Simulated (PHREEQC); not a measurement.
Model water analysis in mg/kgw, 80 °C, pH 6.03, pe 0.4:

```tsv
constituent	mg/kgw
Na	6.78
K	0.174
Ca	6.66
Mg	2.55
Cl	9.42
S(6) as SO4	17
Alkalinity as HCO3	13.4
Fe(2)	0.00648
Li	0.00615
Si as SiO2	0.531
Br	0.118
Mn(2)	0.0951
```

Valence states are taken as typed.

Model: ion-association model, phreeqc.dat, run in PHREEQC.

This is a speciation only: nothing precipitates in the calculation.

Problem. Estimate the specific conductance, charge-balance error.

Solution. specific conductance 243 µS/cm; charge-balance error 0.3 %.

Problem. In which forms is S present?

Solution. SO4-2 92 %, MgSO4 4.8 %, CaSO4 2.6 % of the S.

Species that the database lacks are ignored. Constants without temperature data keep their 25 °C values here.
